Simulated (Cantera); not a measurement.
Input: 1 mol B, 3.7 mol O2, 6.3 mol H2, held at 13300 Pa.

Method: chemical equilibrium by Gibbs-energy minimisation in Cantera with the NASA 1993 tables (ideal gas, pure condensed phases). Candidate condensed phases: B, B2O3, B3O3H3, H2O; 23 gas species. Kinetics and transport are ignored. All values below are at 2125 K.

Base state: H2O 0.789, HBO2 0.139, H2 0.0610, OH 0.00394, B2O3 0.00309, H 0.00246, BO2 0.000838, O2 0.000619 (mole fractions); condensed: gas only.

**Question.** What changes in the equilibrium state with this change: O2 from 3.7 to 0.61 mol?

**Answer.** 
```json
[
 {"species": "H2", "before": "0.0610", "after": "0.871"},
 {"species": "HBO", "before": "9.00e-5", "after": "0.0665"},
 {"species": "B2O3", "before": "0.00309", "after": "0.0163"},
 {"species": "H2O", "before": "0.789", "after": "0.00155"},
 {"species": "HBO2", "before": "0.139", "after": "0.0142"},
 {"species": "B2O2", "before": "3.03e-7", "after": "0.0116"},
 {"species": "O2", "before": "0.000619", "after": "<1e-9"},
 {"species": "BH2", "before": "<1e-9", "after": "1.61e-5"}
]
```
The tables' values for BH2 are old estimates; treat these amounts as uncertain.
